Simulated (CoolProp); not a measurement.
R227EA at 245.16 K and 3.33 MPa flows at 10 m/s in a round tube of 12.7 mm bore and 15 µm roughness, fully developed (64/Re and Nu = 3.66 if laminar; Colebrook and Gnielinski if turbulent). Each further row changes one setting.

The numbers come from the reference Helmholtz-energy equation of state, Lemmon 2016 in CoolProp.

| case | Reynolds number | Darcy friction factor | pressure drop (Pa/m) | heat-transfer coefficient (W/(m² K)) | mass flow (kg/h) |
|---|---|---|---|---|---|
| as stated | 396000 | 0.0211 | 133000 | 15800 | 7270 |
| velocity 20 m/s | 791000 | 0.0208 | 522000 | 31400 | 14500 |
| diameter 25.4 mm | 791000 | 0.0179 | 56200 | 14200 | 29100 |

Viscosity comes from a separate model (Huber 2003), an estimate that may be off by 10 % or more. Thermal conductivity comes from a separate model (Huber 2003), an estimate that may be off by 10 % or more.
